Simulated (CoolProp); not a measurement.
Propylene glycol along the isotherm 346.85 °C: fugacity coefficient from the reference equation and from simpler models built on Tc = 400.8 °C, pc = 7.292 MPa, ω = 0.327; each cubic takes its own stable root.

Computed with CoolProp (reference Helmholtz-energy equation of state, Eisenbach 2021).

```tsv
p (MPa)	phase	reference
2.28	gas	0.8589
4.56	liquid	0.5831
6.84	liquid	0.4084
9.11	liquid	0.3219
11.4	liquid	0.2699
13.7	liquid	0.2356
16	liquid	0.2115
18.2	liquid	0.1945
```

Task: How far does each simpler model (van der Waals, Peng-Robinson) lie from the reference over these 8 states: mean and median of the absolute difference, and the worst?

Result: 
- van der Waals: mean 44.2 %, median 49.9 %, worst +60.7 % at 346.85 °C and 18.2 MPa
- Peng-Robinson: mean 9.4 %, median 10.5 %, worst +11.2 % at 346.85 °C and 4.56 MPa

At some of these states van der Waals gives the other phase, because its saturation line lies elsewhere.
